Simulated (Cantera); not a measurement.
Input (Python, Cantera):

```python
import numpy as np
import cantera as ct

gas = ct.Solution("gri30.yaml")
gas.TPX = 1225, 17000, {'H2': 1.7, 'O2': 1, 'N2': 4.9}
reactor = ct.IdealGasConstPressureReactor(gas, energy="off", clone=False)
net = ct.ReactorNet([reactor])
net.rtol, net.atol = 1e-08, 1e-18
show = ['H2', 'O2', 'H', 'N2O', 'NO']
times = np.geomspace(3e-05, 50, 15)

steps = ct.SolutionArray(gas, extra=["t"])
rows = []
print(f"{'t/s':>10s}{'T/K':>9s}{'P/Pa':>11s}" + "".join(f"{s:>11s}" for s in show))
for t in times:
    while net.time < t:
        t_next = net.step()
        steps.append(gas.state, t=t_next)
    rows.append([np.interp(t, steps.t, y) for y in (steps.T, steps.P, *steps(*show).X.T)])
    print(f"{t:10.3e}{rows[-1][0]:9.1f}{rows[-1][1]:11.4g}" + "".join(f"{x:11.3e}" for x in rows[-1][2:]))
rate = np.gradient(steps.T, steps.t)
print("integrator steps:", len(steps.t))
if steps.T.max() > steps.T[0] + 200:
    print(f"time of steepest temperature rise: {steps.t[rate.argmax()]:.4e} s")
gas.TPX = 1225, 17000, {'H2': 1.7, 'O2': 1, 'N2': 4.9}
gas.equilibrate("TP")
print(f"equilibrium (TP): T = {gas.T:.1f} K  " + "  ".join(f"{s} {gas[s].X[0]:.3e}" for s in show))
```

It prints:

```
       t/s      T/K       P/Pa         H2         O2          H        N2O         NO
 3.000e-05   1225.0    1.7e+04  2.237e-01  1.316e-01  3.887e-08  1.244e-15  3.549e-19
 8.347e-05   1225.0    1.7e+04  2.237e-01  1.316e-01  1.392e-06  4.155e-14  5.104e-17
 2.323e-04   1225.0    1.7e+04  1.950e-01  1.198e-01  1.648e-02  4.888e-10  7.381e-09
 6.462e-04   1225.0    1.7e+04  2.336e-02  3.938e-02  4.798e-02  1.225e-08  9.477e-06
 1.798e-03   1225.0    1.7e+04  9.646e-03  2.737e-02  8.744e-03  1.730e-08  1.340e-05
 5.003e-03   1225.0    1.7e+04  2.103e-03  2.301e-02  7.249e-04  2.745e-08  1.385e-05
 1.392e-02   1225.0    1.7e+04  2.843e-04  2.226e-02  3.338e-05  3.851e-08  1.387e-05
 3.873e-02   1225.0    1.7e+04  3.709e-05  2.220e-02  1.640e-06  4.459e-08  1.385e-05
 1.078e-01   1225.0    1.7e+04  6.351e-06  2.221e-02  1.264e-07  4.717e-08  1.384e-05
 2.998e-01   1225.0    1.7e+04  1.486e-06  2.221e-02  1.526e-08  4.741e-08  1.386e-05
 8.343e-01   1225.0    1.7e+04  4.387e-07  2.221e-02  2.538e-09  4.429e-08  1.387e-05
 2.321e+00   1225.0    1.7e+04  1.626e-07  2.221e-02  5.801e-10  3.472e-08  1.387e-05
 6.459e+00   1225.0    1.7e+04  9.448e-08  2.221e-02  2.543e-10  1.730e-08  1.387e-05
 1.797e+01   1225.0    1.7e+04  8.732e-08  2.221e-02  2.251e-10  3.783e-09  1.387e-05
 5.000e+01   1225.0    1.7e+04  8.724e-08  2.221e-02  2.247e-10  2.025e-09  1.387e-05
integrator steps: 2099
equilibrium (TP): T = 1225.0 K  H2 8.730e-08  O2 2.218e-02  H 2.248e-10  N2O 2.020e-09  NO 7.395e-05
```

Detailed kinetics in Cantera: GRI-Mech 3.0 (53 species, 325 reactions). The temperature is held fixed by assumption; the heat of reaction is taken as removed at once.
